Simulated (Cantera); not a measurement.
Feed: 1 mol Al, 5.2 mol HCl, 1.3 mol N₂, equilibrated at 575 K and 2.90 mbar.

These are equilibrium values from Cantera (NASA tables, ideal gas, pure condensed phases), not measurements of a reactor. Candidate condensed phases: Al, AlCl₃, AlN, NH₄Cl; 20 gas species. Kinetics and transport are ignored.

Base state: HCl 0.386, H₂ 0.263, N₂ 0.228, AlCl₃ 0.0681, Al₂Cl₆ 0.0538, NH₃ 1.22e-5 (mole fractions); condensed: gas only.

What changes in the equilibrium state with this change: temperature from 575 K to 775 K?


```tsv
species	before	after
HCl	0.386	0.367
H₂	0.263	0.250
N₂	0.228	0.217
AlCl₃	0.0681	0.166
Al₂Cl₆	0.0538	0.000473
NH₃	1.22e-5	6.55e-7
```

What changes in the equilibrium state with this change: N₂ from 1.3 to 9.1 mol?


```csv
species,before,after
N₂,0.228,0.671
HCl,0.386,0.162
H₂,0.263,0.111
Al₂Cl₆,0.0538,0.0175
AlCl₃,0.0681,0.0388
NH₃,1.22e-5,5.68e-6
```
